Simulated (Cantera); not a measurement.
A perfectly stirred reactor is fed with N₂O : H₂O = 1 : 0.011 (molar parts), at 20.0 Torr; it is held at 1273 K, and followed from long to short residence time.

Detailed kinetics in Cantera: GRI-Mech 3.0 (53 species, 325 reactions). GRI-Mech 3.0 was tuned for natural gas; its chemistry of N2O as a main component is partial and can be far from experiment. Radical loss at walls, strong at low pressure, is not modelled. The mechanism lacks the step 2 NO + O2 → 2 NO2, which can matter for NO2 below about 1400 K. The temperature is held fixed by assumption; the heat of reaction is taken as removed at once.

Problem. What does this change do: temperature 1273 to 1300 K?

Solution. 
```
quantity                 before     after
---------------------  --------  --------
x(N₂O) at τ = 0.760 s     0.922     0.889
x(H₂O) at τ = 0.760 s    0.0106    0.0105
x(HO₂) at τ = 0.760 s   9.93e-7   9.51e-7
x(H₂) at τ = 0.760 s    3.32e-8   4.47e-8
x(NO₂) at τ = 0.760 s  0.000304  0.000349
x(N₂O) at τ = 52.0 ms     0.984     0.981
x(H₂O) at τ = 52.0 ms    0.0109    0.0108
x(HO₂) at τ = 52.0 ms   3.48e-6   3.90e-6
x(H₂) at τ = 52.0 ms    3.41e-8   5.08e-8
x(NO₂) at τ = 52.0 ms   3.26e-5   5.36e-5
```

Problem. What does this change do: temperature 1273 to 1025 K?

Solution. 
```tsv
quantity	before	after
x(N₂O) at τ = 0.760 s	0.922	0.989
x(H₂O) at τ = 0.760 s	0.0106	0.0109
x(HO₂) at τ = 0.760 s	9.93e-7	3.91e-7
x(H₂) at τ = 0.760 s	3.32e-8	4.44e-10
x(NO₂) at τ = 0.760 s	0.000304	2.22e-6
x(N₂O) at τ = 52.0 ms	0.984	0.989
x(H₂O) at τ = 52.0 ms	0.0109	0.0109
x(HO₂) at τ = 52.0 ms	3.48e-6	4.97e-8
x(H₂) at τ = 52.0 ms	3.41e-8	7.72e-12
x(NO₂) at τ = 52.0 ms	3.26e-5	1.77e-9
```
